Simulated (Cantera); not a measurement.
An isothermal, constant-pressure homogeneous reactor starts with 11.1 % NH3, 81.0 % H2, 7.88 % N2, at 2225 K and 45.8 Torr.

Cantera simulation using the gas-phase N/H chemistry of the illustrative SiF4/NH3 mechanism in the Surface Chemkin manual (1991); the numbers are that mechanism's predictions, not measurements. Walls and surfaces, which speed up NH3 decomposition in real reactors, are not modelled.

x: mole fraction; the columns are a selection and need not sum to one.

```json
[
 {"t (s)": "0.000400", "x NH3": "0.111", "x H2": "0.810", "x N2H4": "1.50e-10", "x H": "0.000387", "x NH": "1.86e-6"},
 {"t (s)": "0.000892", "x NH3": "0.111", "x H2": "0.810", "x N2H4": "6.98e-10", "x H": "(withheld)", "x NH": "(withheld)"},
 {"t (s)": "0.00199", "x NH3": "0.110", "x H2": "0.809", "x N2H4": "2.31e-9", "x H": "0.00154", "x NH": "2.86e-5"},
 {"t (s)": "0.00443", "x NH3": "0.106", "x H2": "0.811", "x N2H4": "3.13e-9", "x H": "0.00186", "x NH": "3.98e-5"},
 {"t (s)": "0.00988", "x NH3": "0.0980", "x H2": "0.816", "x N2H4": "2.84e-9", "x H": "0.00193", "x NH": "3.92e-5"},
 {"t (s)": "0.0220", "x NH3": "0.0823", "x H2": "0.826", "x N2H4": "2.25e-9", "x H": "0.00206", "x NH": "3.72e-5"},
 {"t (s)": "0.0491", "x NH3": "0.0560", "x H2": "0.842", "x N2H4": "1.35e-9", "x H": "0.00240", "x NH": "3.31e-5"},
 {"t (s)": "0.110", "x NH3": "0.0231", "x H2": "0.861", "x N2H4": "4.32e-10", "x H": "0.00336", "x NH": "2.59e-5"},
 {"t (s)": "0.244", "x NH3": "0.00167", "x H2": "0.870", "x N2H4": "1.47e-11", "x H": "0.00870", "x NH": "1.24e-5"},
 {"t (s)": "0.545", "x NH3": "(withheld)", "x H2": "0.858", "x N2H4": "<1e-12", "x H": "0.0227", "x NH": "(withheld)"},
 {"t (s)": "1.21", "x NH3": "2.18e-6", "x H2": "0.856", "x N2H4": "<1e-12", "x H": "0.0244", "x NH": "1.33e-7"},
 {"t (s)": "2.71", "x NH3": "7.59e-7", "x H2": "0.856", "x N2H4": "<1e-12", "x H": "0.0244", "x NH": "4.65e-8"},
 {"t (s)": "6.04", "x NH3": "3.58e-7", "x H2": "0.856", "x N2H4": "<1e-12", "x H": "0.0244", "x NH": "2.19e-8"},
 {"t (s)": "13.5", "x NH3": "2.51e-7", "x H2": "0.856", "x N2H4": "<1e-12", "x H": "0.0244", "x NH": "1.54e-8"},
 {"t (s)": "30.0", "x NH3": "2.40e-7", "x H2": "0.856", "x N2H4": "<1e-12", "x H": "0.0244", "x NH": "1.47e-8"}
]
```

Q: Some entries are withheld; supply them.

A: 
- 0.000892, x H: 0.000837
- 0.000892, x NH: 8.67e-6
- 0.545, x NH3: 1.43e-5
- 0.545, x NH: 7.50e-7
